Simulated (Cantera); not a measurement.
A Cantera script and what it prints.

```python
import numpy as np
import cantera as ct

gas_names = [...]  # 49 gases of nasa_gas.yaml made of B, Cl, H, N, O
cond_names = """
    B(b) B(L) BN(s) B2O3(L) B3O3H3(cr) H2O(s) H2O(L) NH4CL(a) NH4CL(b)
""".split()


# ... load() reads the species with a 1 bar reference pressure and builds the phases ...
atoms = {
    'BCl3': {'B': 1, 'CL': 3},
    'H2O': {'H': 2, 'O': 1},
    'N2': {'N': 2},
}
top_T = {'BN(s)': 3200}  # K; cautious upper limits of use, not melting points


# ... equilibrate(T, P, feed) seeds the gas with the atoms and calls Mixture.equilibrate('TP', solver="vcs", rtol=1e-11, max_steps=5000) ...
results = []
feed = {'BCl3': 1, 'H2O': 14, 'N2': 0.25}  # mol
P = 170  # Pa
for T in [1323, 1373, 1423, 1473, 1523, 1573, 1623, 1673, 1723, 1773, 1823, 1873, 1923, 1973]:
    mix = equilibrate(T, P, feed)
    results.append((T, P, feed, dict(zip(mix.species_names, mix.species_moles))))
    x = sorted(zip(gas.X, gas.species_names), reverse=True)
    print(f"T = {T:g} K  P = {P:g} Pa  gas = {mix.phase_moles(0):.4g} mol")
    print("   x: " + "  ".join(f"{s} {v:.3e}" for v, s in x if v > 1e-06))
    print("   condensed (mol): " + ("  ".join(f"{mix.phase(i).name} {mix.phase_moles(i):.4g}"
          for i in range(1, mix.n_phases) if mix.phase_moles(i) > 1e-12) or "none"))
```

Output:

```
T = 1323 K  P = 170 Pa  gas = 16.25 mol
   x: H2O 7.384e-01  HCL 1.843e-01  HBO2 6.108e-02  N2 1.538e-02  CL 3.415e-04  H2 3.029e-04  B2O3 1.077e-04  H3B3O6 7.660e-05  O2 5.874e-05  OH 2.360e-05  BOCL 3.912e-06  BO2 2.453e-06  NO 1.072e-06
   condensed (mol): none
T = 1373 K  P = 170 Pa  gas = 16.26 mol
   x: H2O 7.381e-01  HCL 1.840e-01  HBO2 6.121e-02  N2 1.538e-02  CL 5.435e-04  H2 5.133e-04  B2O3 1.281e-04  O2 1.067e-04  OH 4.697e-05  H3B3O6 1.246e-05  BOCL 5.409e-06  BO2 4.866e-06  NO 1.955e-06  H 1.830e-06
   condensed (mol): none
T = 1423 K  P = 170 Pa  gas = 16.26 mol
   x: H2O 7.377e-01  HCL 1.836e-01  HBO2 6.118e-02  N2 1.537e-02  H2 8.402e-04  CL 8.361e-04  O2 1.853e-04  B2O3 1.498e-04  OH 8.897e-05  BO2 9.170e-06  BOCL 7.289e-06  H 4.670e-06  NO 3.413e-06  H3B3O6 2.298e-06  CL2 1.038e-06
   condensed (mol): none
T = 1473 K  P = 170 Pa  gas = 16.27 mol
   x: H2O 7.371e-01  HCL 1.832e-01  HBO2 6.110e-02  N2 1.537e-02  H2 1.333e-03  CL 1.248e-03  O2 3.087e-04  B2O3 1.733e-04  OH 1.612e-04  BO2 1.654e-05  H 1.120e-05  BOCL 9.613e-06  NO 5.727e-06  O 1.189e-06  CL2 1.123e-06
   condensed (mol): none
T = 1523 K  P = 170 Pa  gas = 16.28 mol
   x: H2O 7.362e-01  HCL 1.825e-01  HBO2 6.100e-02  N2 1.536e-02  H2 2.053e-03  CL 1.812e-03  O2 4.961e-04  OH 2.807e-04  B2O3 1.984e-04  BO2 2.867e-05  H 2.540e-05  BOCL 1.244e-05  NO 9.275e-06  O 2.980e-06  CL2 1.205e-06
   condensed (mol): none
T = 1573 K  P = 170 Pa  gas = 16.29 mol
   x: H2O 7.349e-01  HCL 1.816e-01  HBO2 6.088e-02  N2 1.534e-02  H2 3.081e-03  CL 2.564e-03  O2 7.717e-04  OH 4.714e-04  B2O3 2.253e-04  H 5.473e-05  BO2 4.797e-05  BOCL 1.580e-05  NO 1.455e-05  O 7.037e-06  CL2 1.282e-06
   condensed (mol): none
T = 1623 K  P = 170 Pa  gas = 16.31 mol
   x: H2O 7.331e-01  HCL 1.804e-01  HBO2 6.072e-02  N2 1.532e-02  H2 4.510e-03  CL 3.547e-03  O2 1.166e-03  OH 7.661e-04  B2O3 2.537e-04  H 1.126e-04  BO2 7.771e-05  NO 2.217e-05  BOCL 1.976e-05  O 1.575e-05  CL2 1.354e-06
   condensed (mol): none
T = 1673 K  P = 170 Pa  gas = 16.33 mol
   x: H2O 7.304e-01  HCL 1.789e-01  HBO2 6.052e-02  N2 1.529e-02  H2 6.454e-03  CL 4.803e-03  O2 1.716e-03  OH 1.208e-03  B2O3 2.837e-04  H 2.219e-04  BO2 1.222e-04  O 3.358e-05  NO 3.290e-05  BOCL 2.432e-05  CL2 1.418e-06
   condensed (mol): none
T = 1723 K  P = 170 Pa  gas = 16.36 mol
   x: H2O 7.268e-01  HCL 1.769e-01  HBO2 6.026e-02  N2 1.525e-02  H2 9.042e-03  CL 6.374e-03  O2 2.464e-03  OH 1.853e-03  H 4.206e-04  B2O3 3.149e-04  BO2 1.872e-04  O 6.845e-05  NO 4.766e-05  BOCL 2.951e-05  CL2 1.474e-06  HBO 1.363e-06  BO 1.233e-06
   condensed (mol): none
T = 1773 K  P = 170 Pa  gas = 16.41 mol
   x: H2O 7.218e-01  HCL 1.745e-01  HBO2 5.993e-02  N2 1.520e-02  H2 1.242e-02  CL 8.304e-03  O2 3.461e-03  OH 2.770e-03  H 7.688e-04  B2O3 3.474e-04  BO2 2.796e-04  O 1.340e-04  NO 6.753e-05  BOCL 3.531e-05  BO 2.676e-06  HBO 2.353e-06  CL2 1.520e-06
   condensed (mol): none
T = 1823 K  P = 170 Pa  gas = 16.47 mol
   x: H2O 7.152e-01  HCL 1.715e-01  HBO2 5.950e-02  H2 1.673e-02  N2 1.513e-02  CL 1.063e-02  O2 4.763e-03  OH 4.043e-03  H 1.359e-03  BO2 4.082e-04  B2O3 3.808e-04  O 2.525e-04  NO 9.370e-05  BOCL 4.170e-05  BO 5.560e-06  HBO 3.939e-06  CL2 1.554e-06
   condensed (mol): none
T = 1873 K  P = 170 Pa  gas = 16.55 mol
   x: H2O 7.064e-01  HCL 1.679e-01  HBO2 5.895e-02  H2 2.213e-02  N2 1.504e-02  CL 1.338e-02  O2 6.428e-03  OH 5.770e-03  H 2.329e-03  BO2 5.834e-04  O 4.596e-04  B2O3 4.149e-04  NO 1.275e-04  BOCL 4.863e-05  BO 1.110e-05  HBO 6.408e-06  CL2 1.575e-06
   condensed (mol): none
T = 1923 K  P = 170 Pa  gas = 16.65 mol
   x: H2O 6.951e-01  HCL 1.635e-01  HBO2 5.825e-02  H2 2.878e-02  CL 1.657e-02  N2 1.493e-02  O2 8.516e-03  OH 8.059e-03  H 3.876e-03  BO2 8.171e-04  O 8.100e-04  B2O3 4.493e-04  NO 1.703e-04  BOCL 5.599e-05  BO 2.138e-05  HBO 1.015e-05  CL2 1.581e-06  CLO 1.010e-06
   condensed (mol): none
T = 1973 K  P = 170 Pa  gas = 16.79 mol
   x: H2O 6.807e-01  HCL 1.584e-01  HBO2 5.737e-02  H2 3.679e-02  CL 2.021e-02  N2 1.478e-02  O2 1.109e-02  OH 1.103e-02  H 6.277e-03  O 1.385e-03  BO2 1.123e-03  B2O3 4.836e-04  NO 2.235e-04  BOCL 6.369e-05  BO 3.979e-05  HBO 1.566e-05  CL2 1.572e-06  CLO 1.351e-06
   condensed (mol): none
```

Method: chemical equilibrium by Gibbs-energy minimisation in Cantera with the NASA 1993 tables (ideal gas, pure condensed phases). The tables' values for BOCl are old estimates; treat these amounts as uncertain. Gases not in the tables: H3BO3.
